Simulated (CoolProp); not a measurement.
Properties of water along the isobar 7.77 bar.

The numbers come from the reference Helmholtz-energy equation of state, Wagner 2002 in CoolProp.

```
T (K)  phase  density (kg/m³)  cp (kJ/(kg K))  conductivity (mW/(m K))  fugacity coefficient
-----  -----  ---------------  --------------  -----------------------  --------------------
632.2    gas            2.698           2.104                     50.9                0.9872
652.9    gas            2.608           2.108                     53.1                0.9887
673.6    gas            2.525               ?                     55.4                0.9900
694.2    gas            2.447           2.122                        ?                0.9911
714.9    gas            2.374           2.130                     60.2                0.9920
735.6    gas            2.305           2.140                     62.6                0.9929
756.2    gas            2.241               ?                        ?                0.9936
776.9    gas            2.180           2.161                        ?                0.9943
797.6    gas            2.122           2.173                     70.1                0.9948
818.3    gas            2.067               ?                     72.7                0.9953
838.9    gas            2.015           2.197                     75.3                0.9958
859.6    gas            1.966           2.210                     77.9                0.9962
880.3    gas            1.919           2.223                     80.6                0.9965
900.9    gas            1.875           2.236                     83.2                0.9969
```

Problem. What belongs in the gaps?

Solution. 
- 673.6, cp (kJ/(kg K)): 2.114
- 694.2, conductivity (mW/(m K)): 57.8
- 756.2, cp (kJ/(kg K)): 2.150
- 756.2, conductivity (mW/(m K)): 65.1
- 776.9, conductivity (mW/(m K)): 67.6
- 818.3, cp (kJ/(kg K)): 2.185

Thermal conductivity comes from a separate model (Huber 2012).
